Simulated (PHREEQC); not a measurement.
Consider water at 25 °C with 0.023 mol/kgw HNO3, 4.4e-05 mol/kgw FeCl3 and 0.11 mol/kgw KCl. Closed to the air; pH follows from the charge balance.

Computed with PHREEQC (ion-association model, phreeqc.dat).

```
quantity             before  after
-------------------  ------  -----
pH                     1.73   4.21
SI of Sylvite (KCl)   -3.07  -3.06
```

Name the change that produced these shifts.
A) KCl from 0.11 to 0.22 mol/kgw
B) FeCl3 replaced by Fe2(SO4)3 at the same molality
C) FeCl3 replaced by BaCl2 at the same molality
D) HNO3 left out
E) FeCl3 replaced by CdCl2 at the same molality

D, HNO3 left out

Precipitation was switched off in this run. Some of these states are supersaturated (in Hematite (slow to form), Goethite (slow to form), Fe(OH)3(a), for instance).
